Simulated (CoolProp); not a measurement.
R245fa along the isotherm 166.85 °C: density (kg/m³) from the reference equation and from simpler models built on Tc = 153.9 °C, pc = 3651 kPa, ω = 0.378; each cubic takes its own stable root.

The numbers come from the reference Helmholtz-energy equation of state, Akasaka 2015 in CoolProp.

| p (kPa) | phase | reference |
|---|---|---|
| 114 | gas | 4.216 |
| 228 | gas | 8.514 |
| 342 | gas | 12.90 |
| 456 | gas | 17.37 |
| 570 | gas | 21.94 |
| 685 | gas | 26.65 |
| 799 | gas | 31.42 |
| 913 | gas | 36.31 |
| 1030 | gas | 41.45 |
| 1140 | gas | 46.40 |
| 1260 | gas | 51.95 |
| 1370 | gas | 57.18 |
| 1480 | gas | 62.55 |
| 1600 | gas | 68.59 |
| 1710 | gas | 74.29 |
| 1830 | gas | 80.73 |

**Question.** How far does each simpler model (ideal gas, van der Waals, Soave-Redlich-Kwong, Peng-Robinson) lie from the reference over these 16 states: mean and median of the absolute difference, and the worst?

**Answer.** 
- ideal gas: mean 8.6 %, median 8.4 %, worst -16.9 % at 166.85 °C and 1830 kPa
- van der Waals: mean 0.6 %, median 0.6 %, worst -1.3 % at 166.85 °C and 1830 kPa
- Soave-Redlich-Kwong: mean 0.2 %, median 0.2 %, worst +0.2 % at 166.85 °C and 1370 kPa
- Peng-Robinson: mean 1.2 %, median 1.2 %, worst +2.3 % at 166.85 °C and 1830 kPa
